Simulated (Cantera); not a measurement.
A diamond (100) surface in a fixed gas of H2 with x(CH4) = 0.013, x(H) = 0.029, x(CH3) = 2.9e-05, at 1000 K; coverages are run to steady state.

Cantera simulation using the Harris–Goodwin 1993 mechanism for the reconstructed diamond (100) surface; the numbers are that mechanism's predictions, not measurements.

θ: site fractions in the mechanism's names (c6HH fully hydrogenated, c6H* and c6*H radical sites, c6** diradical, c6HM methylated).

```
P (Pa)  growth (µm/h)  θ c6HH  θ c6H*  θ c6*H   θ c6**    θ c6HM
------  -------------  ------  ------  ------  -------  --------
570        (withheld)   0.596  0.0183   0.375  0.00981  0.000518
1100       (withheld)   0.596  0.0184   0.375  0.00982  0.000532
2000       (withheld)   0.596  0.0184   0.375  0.00983  0.000539
3600       (withheld)   0.596  0.0185   0.375  0.00984  0.000543
6700       (withheld)   0.596  0.0187   0.375  0.00987  0.000546
12000      (withheld)   0.596  0.0190   0.374  0.00991  0.000548
23000      (withheld)   0.596  0.0197   0.374   0.0100  0.000550
42000      (withheld)   0.596  0.0208   0.372   0.0102  0.000554
```

Task: Some entries are withheld; supply them.

Result: 
- 570, growth (µm/h): 0.0833
- 1100, growth (µm/h): 0.165
- 2000, growth (µm/h): 0.304
- 3600, growth (µm/h): 0.551
- 6700, growth (µm/h): 1.03
- 12000, growth (µm/h): 1.85
- 23000, growth (µm/h): 3.57
- 42000, growth (µm/h): 6.58
